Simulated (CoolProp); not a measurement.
Computed with CoolProp (reference Helmholtz-energy equation of state, Span 2003). It is a short technical equation, of lower accuracy than the large ones.

Problem. For n-heptane, give the phase and the Prandtl number, fugacity coefficient at 263.55 °C and 2.92 MPa; 279.35 °C and 2.92 MPa; 326.85 °C and 2.92 MPa.

Solution. 
- 263.55 °C and 2.92 MPa: liquid; Prandtl number 3.50, fugacity coefficient 0.600
- 279.35 °C and 2.92 MPa: supercritical; Prandtl number 1.77, fugacity coefficient 0.662
- 326.85 °C and 2.92 MPa: supercritical; Prandtl number 0.981, fugacity coefficient 0.759

Viscosity comes from a separate model (Michailidou 2014). Thermal conductivity comes from a separate model (Assael 2013).
